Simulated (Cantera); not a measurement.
A closed system holds: 1 mol SiH₂Cl₂, 0.023 mol HCl, 120 mol H₂, held at 23000 Pa.

Equilibrium computed with Cantera from the NASA thermochemical tables; the gas is ideal and each condensed phase is pure. Candidate condensed phases: Si; 19 gas species. The tables' values for SiCl₃ are old estimates; treat these amounts as uncertain. Kinetics and transport are ignored.

x: gas mole fraction; n: condensed amount in mol.

| T (°C) | x H₂ | x HCl | x SiHCl₃ | x SiCl₄ | n Si(s) |
|---|---|---|---|---|---|
| 627 | 0.993 | 0.00249 | ___ | 0.00184 | 0.491 |
| 677 | 0.992 | 0.00397 | ___ | 0.00162 | 0.542 |
| 727 | 0.991 | 0.00590 | ___ | 0.00133 | 0.608 |
| 777 | 0.989 | 0.00817 | ___ | 0.000977 | 0.684 |
| 827 | 0.988 | 0.0105 | ___ | 0.000619 | 0.762 |
| 877 | 0.986 | 0.0125 | ___ | 0.000327 | 0.828 |
| 927 | 0.985 | 0.0138 | ___ | 0.000145 | 0.872 |
| 977 | 0.985 | 0.0146 | ___ | 5.82e-5 | 0.896 |
| 1027 | 0.984 | 0.0149 | ___ | 2.27e-5 | 0.906 |
| 1077 | 0.984 | 0.0150 | ___ | 9.05e-6 | 0.909 |
| 1127 | 0.984 | 0.0151 | ___ | 3.78e-6 | 0.910 |
| 1177 | 0.984 | 0.0151 | ___ | 1.66e-6 | 0.908 |
| 1227 | 0.984 | 0.0150 | ___ | 7.67e-7 | 0.907 |
| 1277 | 0.984 | 0.0150 | ___ | 3.72e-7 | 0.904 |

Task: Fill in the missing entries.

Result: 
- 627, x SiHCl₃: 0.00208
- 677, x SiHCl₃: 0.00186
- 727, x SiHCl₃: 0.00157
- 777, x SiHCl₃: 0.00123
- 827, x SiHCl₃: 0.000858
- 877, x SiHCl₃: 0.000524
- 927, x SiHCl₃: 0.000282
- 977, x SiHCl₃: 0.000140
- 1027, x SiHCl₃: 6.83e-5
- 1077, x SiHCl₃: 3.40e-5
- 1127, x SiHCl₃: 1.75e-5
- 1177, x SiHCl₃: 9.35e-6
- 1227, x SiHCl₃: 5.20e-6
- 1277, x SiHCl₃: 3.00e-6
